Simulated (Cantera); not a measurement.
An adiabatic, constant-pressure homogeneous reactor starts with CH4 : O2 : N2 = 1 : 2.3 : 8.64 (molar parts), at 1475 K and 9.87 atm. Integrator tolerance rtol = 1e-08.

Model: GRI-Mech 3.0 (53 species, 325 reactions), integrated in Cantera.

```tsv
quantity	before	after
time of steepest temperature rise	0.226 ms	0.165 ms
temperature at 4.00 s	2819 K	2146 K
equilibrium temperature	2819 K	2146 K
x(CH4) at 4.00 s	<1e-12 (gas-phase equilibrium <1e-12)	<1e-12 (gas-phase equilibrium <1e-12)
x(O2) at 4.00 s	0.0269 (gas-phase equilibrium 0.0269)	0.133 (gas-phase equilibrium 0.133)
x(H) at 4.00 s	0.00229 (gas-phase equilibrium 0.00229)	8.81e-6 (gas-phase equilibrium 8.81e-6)
x(C2H4) at 4.00 s	<1e-12 (gas-phase equilibrium <1e-12)	<1e-12 (gas-phase equilibrium <1e-12)
x(NO) at 4.00 s	0.0128 (gas-phase equilibrium 0.0128)	0.00872 (gas-phase equilibrium 0.00872)
x(HCO) at 4.00 s	4.23e-8 (gas-phase equilibrium 4.23e-8)	2.68e-12 (gas-phase equilibrium 2.68e-12)
x(CH2CO) at 4.00 s	<1e-12 (gas-phase equilibrium <1e-12)	<1e-12 (gas-phase equilibrium <1e-12)
```

Problem. Name the change that produced these shifts.
A) initial temperature 1475 to 1150 K
B) CH4 1 to 0.37 parts
C) constant volume in place of constant pressure
D) pressure from 9.87 atm to 0.987 atm

Solution. B, CH4 1 to 0.37 parts
